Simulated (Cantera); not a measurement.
An adiabatic, constant-pressure homogeneous reactor starts with 44.4 % H2, 11.7 % O2, 43.9 % N2, at 1775 K and 0.380 bar.

Model: the H2/O2 subset of GRI-Mech 3.0, which has no nitrogen chemistry, integrated in Cantera.

x: mole fraction; the columns are a selection and need not sum to one.

```
t (s)     T (K)   x H2     x O2   x H2O2    x H2O      x H
--------  -----  -----  -------  -------  -------  -------
5.00e-6    1775  0.444    0.117  3.22e-7  6.91e-5  7.39e-5
1.83e-5    1877  0.214   0.0276  2.32e-7    0.154    0.140
6.72e-5       …      …        …        …    0.195    0.146
0.000247   2467  0.194  0.00344  5.63e-8    0.208    0.104
0.000904   2779  0.210  0.00176  6.66e-8    0.224   0.0682
0.00332    2813  0.212  0.00159  7.12e-8    0.226   0.0644
0.0122     2813  0.212  0.00159  7.12e-8    0.226   0.0644
0.0446     2813  0.212  0.00159  7.12e-8    0.226   0.0644
0.164      2813  0.212  0.00159  7.12e-8    0.226   0.0644
0.600      2813  0.212  0.00159  7.12e-8    0.226   0.0644
```

Q: Some entries are withheld; supply them.

A: 
- 6.72e-5, T (K): 2114
- 6.72e-5, x H2: 0.174
- 6.72e-5, x O2: 0.00561
- 6.72e-5, x H2O2: 1.27e-7
